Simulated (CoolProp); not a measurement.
Nitrous oxide along the isotherm -71.75 °C: density (kg/m³) from the reference equation and from simpler models built on Tc = 36.4 °C, pc = 7.245 MPa, ω = 0.161; each cubic takes its own stable root.

Model: reference Helmholtz-energy equation of state, Lemmon 2006, in CoolProp. It is a short technical equation, of lower accuracy than the large ones.

| p (MPa) | phase | reference |
|---|---|---|
| 0.329 | liquid | 1180 |
| 0.659 | liquid | 1181 |
| 0.988 | liquid | 1181 |
| 1.32 | liquid | 1182 |
| 1.65 | liquid | 1182 |
| 1.98 | liquid | 1183 |
| 2.31 | liquid | 1184 |
| 2.63 | liquid | 1184 |
| 2.96 | liquid | 1185 |
| 3.29 | liquid | 1185 |
| 3.62 | liquid | 1186 |

**Question.** How far does each simpler model (Soave-Redlich-Kwong, Peng-Robinson) lie from the reference over these 11 states: mean and median of the absolute difference, and the worst?

**Answer.** 
- Soave-Redlich-Kwong: mean 7.0 %, median 6.9 %, worst -7.0 % at -71.75 °C and 0.329 MPa
- Peng-Robinson: mean 5.2 %, median 5.2 %, worst +5.1 % at -71.75 °C and 3.62 MPa
